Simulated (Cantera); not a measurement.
An adiabatic, constant-volume homogeneous reactor starts with CH₄ : H₂ : O₂ : N₂ = 1 : 0.1 : 1.08 : 4.06 (molar parts), equivalence ratio 1.9, at 1498 K and 4.30 bar.

Model: GRI-Mech 3.0 (53 species, 325 reactions), integrated in Cantera.

One state of this run: T (K) = 2872; P (bar) = 9.55; x CH₄ = 2.02e-10; x H₂ = 0.143; x O₂ = 8.18e-5; x HO₂ = 1.91e-7; x C₂H₂ = <1e-12; x CH₃ = 2.98e-10; x NO = 0.000679. x: mole fraction; the columns are a selection and need not sum to one.

**Question.** Which value of t (s) does it belong to?
A. 2.41e-5
B. 0.0353
C. 0.000193
D. 3.00e-6

**Answer.** B, 0.0353
